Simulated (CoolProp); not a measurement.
A simple Rankine cycle with n-pentane: condensing at 294.15 K, boiler at 0.819 MPa, turbine inlet 428.1 K, turbine efficiency 0.7, pump efficiency 0.7, no recuperator. Each further row changes one setting.

The numbers come from the reference Helmholtz-energy equation of state, Thol 2019 in CoolProp.

```csv
case,thermal efficiency (%),net work (kJ/kg),heat in (kJ/kg),turbine exit temperature (K),volume ratio over the turbine
as stated,[?],77.9,610,381.6,14.0
turbine inlet 448.1 K,12.6,82.7,658,402.4,[?]
condensing temperature 286.15 K,[?],86.9,628,376.9,[?]
boiler pressure 0.573 MPa,11.3,69.6,618,389.4,9.58
turbine efficiency 0.6,10.9,66.5,610,387.2,14.3
```

Question: Some entries are withheld; supply them.

Answer: 
- as stated, thermal efficiency (%): 12.8
- turbine inlet 448.1 K, volume ratio over the turbine: 13.9
- condensing temperature 286.15 K, thermal efficiency (%): 13.8
- condensing temperature 286.15 K, volume ratio over the turbine: 19.1
